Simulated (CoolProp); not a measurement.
Properties of 1-butene along the isobar 1.01 bar (Tc = 146.1 °C, pc = 40.06 bar, ω = 0.192).

The numbers come from the reference Helmholtz-energy equation of state, Lemmon 2005 in CoolProp. It is a short technical equation, of lower accuracy than the large ones.

```
T (°C)    phase  density (kg/m³)  cp (kJ/(kg K))  speed of sound (m/s)  expansivity (1/kK)
-------  ------  ---------------  --------------  --------------------  ------------------
-124.55  liquid            752.2               ?                  1754               1.405
-114.45  liquid            741.5           1.901                  1690               1.417
-104.45  liquid            731.0           1.911                  1627               1.432
-94.35   liquid            720.5               ?                     ?               1.450
-84.35   liquid            710.0           1.942                  1502               1.472
-74.35   liquid            699.6           1.962                  1441               1.499
-64.25   liquid            688.9           1.984                  1381               1.530
-54.25   liquid            678.4           2.009                  1322                   ?
-44.15   liquid            667.6               ?                     ?               1.610
-34.15   liquid            656.8           2.067                  1206               1.659
-24.15   liquid            645.8           2.100                  1149               1.716
-14.05   liquid            634.5           2.137                  1093               1.783
-4.05       gas            2.640           1.481                 204.5                   ?
6.05        gas            2.531           1.506                 208.8               4.075
16.05       gas            2.432               ?                 212.9               3.864
```

Problem. Complete the blanks.

Solution. 
- -124.55, cp (kJ/(kg K)): 1.894
- -94.35, cp (kJ/(kg K)): 1.925
- -94.35, speed of sound (m/s): 1564
- -54.25, expansivity (1/kK): 1.567
- -44.15, cp (kJ/(kg K)): 2.037
- -44.15, speed of sound (m/s): 1263
- -4.05, expansivity (1/kK): 4.325
- 16.05, cp (kJ/(kg K)): 1.533
